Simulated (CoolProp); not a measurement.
Vapour-liquid equilibrium of hydrogen sulfide (1) + n-butane (2) at -50.35 °C; x and y are mole fractions of (1).

Computed with CoolProp (multi-fluid Helmholtz-energy mixture model, Lemmon 2006 and Bücker 2006; pair parameters Kunz 2012).

| x | bubble pressure (MPa) | y at the bubble point | dew pressure at overall composition x (MPa) | liquid density (mol/L) |
|---|---|---|---|---|
| 0.05 | 0.03484 | 0.743 | 0.009752 | 11.49 |
| 0.15 | 0.07393 | 0.888 | 0.01089 | 12.13 |
| 0.25 | 0.09972 | 0.922 | 0.01232 | 12.94 |
| 0.35 | 0.1160 | 0.937 | 0.01418 | 13.94 |
| 0.45 | 0.1263 | 0.945 | 0.01670 | 15.15 |
| 0.55 | 0.1331 | 0.951 | 0.02031 | 16.62 |
| 0.65 | 0.1385 | 0.956 | 0.02591 | 18.39 |
| 0.75 | 0.1437 | 0.961 | 0.03573 | 20.50 |
| 0.85 | 0.1500 | 0.970 | 0.05736 | 22.97 |
| 0.95 | 0.1584 | 0.986 | 0.1322 | 25.80 |

No azeotrope shows between x = 0.05 and 0.95.

The pair parameters rest on a limited set of measurements; away from them the model extrapolates. With so large a gap from Raoult's law the liquid may split in two, which this calculation doesn't test in full.
